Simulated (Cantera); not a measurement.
An isothermal, constant-pressure homogeneous reactor starts with CH4 : H2O : H2 = 1 : 1.6 : 0.14 (molar parts), at 1300 K and 1200 Torr.

Detailed kinetics in Cantera: GRI-Mech 3.0 (53 species, 325 reactions).

x: mole fraction; the columns are a selection and need not sum to one.

| t (s) | x CH4 | x H2O | x H2 | x O2 | x C2H4 | x HCO | x CH2CO |
|---|---|---|---|---|---|---|---|
| 0.000900 | 0.365 | 0.584 | 0.0511 | <1e-12 | 2.70e-8 | <1e-12 | <1e-12 |
| 0.00208 | 0.365 | 0.584 | 0.0511 | <1e-12 | 1.57e-7 | <1e-12 | <1e-12 |
| 0.00483 | 0.365 | 0.584 | 0.0511 | <1e-12 | 6.23e-7 | <1e-12 | <1e-12 |
| 0.0112 | 0.365 | 0.584 | 0.0511 | <1e-12 | 2.40e-6 | <1e-12 | <1e-12 |
| 0.0259 | 0.365 | 0.584 | 0.0512 | <1e-12 | 1.04e-5 | <1e-12 | 2.52e-12 |
| 0.0600 | 0.365 | 0.584 | 0.0514 | <1e-12 | 4.88e-5 | <1e-12 | 7.05e-11 |
| 0.139 | 0.364 | 0.584 | 0.0518 | <1e-12 | 0.000212 | <1e-12 | ___ |
| 0.322 | 0.362 | 0.583 | 0.0531 | <1e-12 | 0.000676 | 1.22e-12 | ___ |
| 0.746 | 0.359 | 0.582 | 0.0565 | <1e-12 | 0.00147 | 1.26e-12 | ___ |
| 1.73 | 0.351 | 0.579 | 0.0647 | <1e-12 | 0.00247 | 1.31e-12 | ___ |
| 4.00 | 0.333 | 0.572 | 0.0827 | <1e-12 | 0.00427 | 1.50e-12 | ___ |

Question: Fill in the missing entries.

Answer: 
- 0.139, x CH2CO: 1.95e-9
- 0.322, x CH2CO: 3.37e-8
- 0.746, x CH2CO: 2.71e-7
- 1.73, x CH2CO: 1.15e-6
- 4.00, x CH2CO: 2.97e-6
